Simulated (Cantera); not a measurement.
**Adiabatic ignition**

An adiabatic, constant-pressure homogeneous reactor starts with CH4 : O2 : N2 : H2O = 1 : 1.43 : 5.37 : 1.9 (molar parts), equivalence ratio 1.4, at 1725 K and 1.00 bar.

Model: GRI-Mech 3.0 (53 species, 325 reactions), integrated in Cantera.

```json
[
 {"t (s)": "7.00e-6", "T (K)": "1725", "x CH4": "0.103", "x O2": "0.147", "x H2O": "0.196", "x OH": "1.10e-6", "x HCO": "1.37e-10", "x C2H4": "2.60e-8"},
 {"t (s)": "1.84e-5", "T (K)": "1724", "x CH4": "0.103", "x O2": "0.147", "x H2O": "0.196", "x OH": "2.26e-6", "x HCO": "1.74e-9", "x C2H4": "6.88e-7"},
 {"t (s)": "4.84e-5", "T (K)": "1724", "x CH4": "0.102", "x O2": "0.147", "x H2O": "0.196", "x OH": "5.95e-6", "x HCO": "2.98e-8", "x C2H4": "1.79e-5"},
 {"t (s)": "0.000127", "T (K)": "1732", "x CH4": "0.0971", "x O2": "0.145", "x H2O": "0.199", "x OH": "2.63e-5", "x HCO": "7.90e-7", "x C2H4": "0.000533"},
 {"t (s)": "0.000334", "T (K)": "2558", "x CH4": "<1e-12", "x O2": "0.00555", "x H2O": "0.286", "x OH": "0.0173", "x HCO": "1.08e-7", "x C2H4": "<1e-12"},
 {"t (s)": "0.000878", "T (K)": "2654", "x CH4": "<1e-12", "x O2": "0.00331", "x H2O": "0.297", "x OH": "0.0140", "x HCO": "7.73e-8", "x C2H4": "<1e-12"},
 {"t (s)": "0.00231", "T (K)": "2652", "x CH4": "<1e-12", "x O2": "0.00317", "x H2O": "0.297", "x OH": "0.0137", "x HCO": "7.68e-8", "x C2H4": "<1e-12"},
 {"t (s)": "0.00607", "T (K)": "2649", "x CH4": "<1e-12", "x O2": "0.00302", "x H2O": "0.296", "x OH": "0.0134", "x HCO": "7.66e-8", "x C2H4": "<1e-12"},
 {"t (s)": "0.0159", "T (K)": "2647", "x CH4": "<1e-12", "x O2": "0.00296", "x H2O": "0.296", "x OH": "0.0133", "x HCO": "7.65e-8", "x C2H4": "<1e-12"},
 {"t (s)": "0.0419", "T (K)": "2647", "x CH4": "<1e-12", "x O2": "0.00296", "x H2O": "0.296", "x OH": "0.0133", "x HCO": "7.65e-8", "x C2H4": "<1e-12"},
 {"t (s)": "0.110", "T (K)": "2647", "x CH4": "<1e-12", "x O2": "0.00296", "x H2O": "0.296", "x OH": "0.0133", "x HCO": "7.65e-8", "x C2H4": "<1e-12"},
 {"t (s)": "0.290", "T (K)": "2647", "x CH4": "<1e-12", "x O2": "0.00296", "x H2O": "0.296", "x OH": "0.0133", "x HCO": "7.65e-8", "x C2H4": "<1e-12"},
 {"t (s)": "0.761", "T (K)": "2647", "x CH4": "<1e-12", "x O2": "0.00296", "x H2O": "0.296", "x OH": "0.0133", "x HCO": "7.65e-8", "x C2H4": "<1e-12"},
 {"t (s)": "2.00", "T (K)": "2647", "x CH4": "<1e-12", "x O2": "0.00296", "x H2O": "0.296", "x OH": "0.0133", "x HCO": "7.65e-8", "x C2H4": "<1e-12"}
]
```
x: mole fraction; the columns are a selection and need not sum to one.

- time of steepest temperature rise = 0.237 ms
- temperature at 2.00 s = 2647 K
- equilibrium temperature = 2647 K
- x(CH4) at 2.00 s = <1e-12 (gas-phase equilibrium <1e-12)
- x(O2) at 2.00 s = 0.00296 (gas-phase equilibrium 0.00296)
- x(H2O) at 2.00 s = 0.296 (gas-phase equilibrium 0.296)
